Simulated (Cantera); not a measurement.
Mixture: 10.0 % CH4, 12.5 % O2, 66.4 % N2, 11.0 % CO2, equivalence ratio 1.6, at 2.40 bar, adiabatic and at constant pressure. Ignition delay is the time to a rise of 400 K.

Detailed kinetics in Cantera: GRI-Mech 3.0 (53 species, 325 reactions).

Predict: delay at 1225 K; delay at 1325 K; delay at 1425 K; delay at 1525 K; apparent activation energy between 1475 and 1575 K.


| Quantity | Value |
|---|---|
| delay at 1225 K | 32.3 ms |
| delay at 1325 K | 9.25 ms |
| delay at 1425 K | 2.86 ms |
| delay at 1525 K | 0.956 ms |
| apparent activation energy between 1475 and 1575 K | 200 kJ/mol |
